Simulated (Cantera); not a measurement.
**Gas-phase reforming**

A perfectly stirred reactor is fed with 51.5 % CH4, 29.9 % H2O, 18.6 % H2, at 0.133 bar; it is held at 1450 K, and followed from long to short residence time.

Cantera simulation using GRI-Mech 3.0 (53 species, 325 reactions); the numbers are that mechanism's predictions, not measurements. GRI-Mech 3.0 stops at C3 and has no aromatics, soot or wall deposition, so with more carbon than oxygen in the feed, carbon stays in small species such as C2H2 where larger ones or solid carbon would form.

```
τ (s)   x CH4  x H2O   x H2   x HO2    x C2H2     x C2H     x OH
------  -----  -----  -----  ------  --------  --------  -------
0.61    0.456  0.288  0.236  <1e-12    0.0171  5.13e-10  1.50e-7
0.37    0.477  0.292  0.218  <1e-12    0.0103  3.08e-10  1.52e-7
0.23    0.491  0.295  0.206  <1e-12   0.00587  1.75e-10  1.53e-7
0.14    0.500  0.297  0.197  <1e-12   0.00298  8.75e-11  1.51e-7
0.085   0.507  0.298  0.192  <1e-12   0.00135  3.86e-11  1.48e-7
0.052   0.510  0.298  0.189  <1e-12  0.000548  1.50e-11  1.42e-7
0.032   0.513  0.299  0.188  <1e-12  0.000195  5.00e-12  1.33e-7
0.019   0.514  0.299  0.187  <1e-12   5.46e-5  1.26e-12  1.21e-7
0.012   0.515  0.299  0.186  <1e-12   1.54e-5    <1e-12  1.07e-7
0.0072  0.515  0.299  0.186  <1e-12   3.32e-6    <1e-12  9.00e-8
0.0044  0.515  0.299  0.186  <1e-12   6.78e-7    <1e-12  7.37e-8
```
x: mole fraction; the columns are a selection and need not sum to one.
